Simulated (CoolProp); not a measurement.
R507A along the isotherm 101.85 °C: density (kg/m³) from the reference equation and from simpler models built on Tc = 70.6 °C, pc = 3.705 MPa, ω = 0.286; each cubic takes its own stable root.

Values from CoolProp's reference Helmholtz-energy equation of state, Lemmon 2003. It is a pseudo-pure fit of the blend.

| p (MPa) | phase | reference |
|---|---|---|
| 0.232 | gas | 7.482 |
| 0.463 | gas | 15.20 |
| 0.695 | gas | 23.23 |
| 0.926 | gas | 31.54 |
| 1.16 | gas | 40.30 |
| 1.39 | gas | 49.28 |
| 1.62 | gas | 58.66 |
| 1.85 | gas | 68.48 |

**Question.** How far does each simpler model (ideal gas, van der Waals, Redlich-Kwong, Soave-Redlich-Kwong, Peng-Robinson) lie from the reference over these 8 states: mean and median of the absolute difference, and the worst?

**Answer.** 
- ideal gas: mean 7.9 %, median 7.8 %, worst -14.3 % at 101.85 °C and 1.85 MPa
- van der Waals: mean 0.7 %, median 0.7 %, worst -1.1 % at 101.85 °C and 1.85 MPa
- Redlich-Kwong: mean 0.1 %, median 0.1 %, worst -0.1 % at 101.85 °C and 1.39 MPa
- Soave-Redlich-Kwong: mean 0.6 %, median 0.5 %, worst -1.1 % at 101.85 °C and 1.85 MPa
- Peng-Robinson: mean 0.5 %, median 0.5 %, worst +0.8 % at 101.85 °C and 1.85 MPa
